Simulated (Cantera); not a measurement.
**Ignition delay**

Mixture: CH4 : H2 : O2 : N2 = 1 : 0.13 : 1.29 : 4.85 (molar parts), equivalence ratio 1.6, at 0.370 bar, adiabatic and at constant pressure. Ignition delay is the time to a rise of 400 K.

Computed with Cantera and GRI-Mech 3.0 (53 species, 325 reactions).

```
T0 (K)  delay (ms)
------  ----------
1050           241
1150          68.8
1250          20.6
1350          6.79
1450          2.56
1550          1.12
```

The apparent activation energy between 1350 and 1550 K is 160 kJ/mol.
